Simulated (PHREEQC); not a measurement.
Solution (25 °C): 0.006 mol TMAH and 7.3e-05 mol NaAlO2 per kg of water. Closed to the air; pH follows from the charge balance.

All values are PHREEQC results (ion-association model, phreeqc.dat), not measurements.

No solid was allowed to form.

Task: What pH does the model give?

Result: pH 11.74.

(CH3)4N+ isn't in the database: it is added as a free cation with an ion size of 4 Å.
